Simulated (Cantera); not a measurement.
Charge: 1 mol Si(CH3)4, 0.013 mol CH4, 14 mol H2, at 2150 K and 135 Torr.

Method: chemical equilibrium by Gibbs-energy minimisation in Cantera with the NASA 1993 tables (ideal gas, pure condensed phases). Candidate condensed phases: C, C6H6, C7H8, C8H18, Si, SiC; 87 gas species. Gases not in the tables: Si2H6 and higher silanes. Equilibrium is a limit: real reactors are often held back by kinetics, nucleation or transport.

What is the equilibrium state?


```json
{
  "x(H2)": "0.988",
  "x(H)": "0.00988",
  "x(C2H2 (acetylene))": "0.00191",
  "x(Si)": "0.000114",
  "x(CH4)": "5.16e-5",
  "x(SiH)": "2.36e-5",
  "x(SiH2)": "2.13e-5",
  "x(CH3)": "9.97e-6",
  "x(SiC2)": "9.06e-6",
  "n(C(graphite))": "2.94 mol",
  "n(SiC(s))": "0.996 mol",
  "gas_amount": "20.13 mol",
  "log10 activity of Si(l) (absent)": "-1.04"
}
```
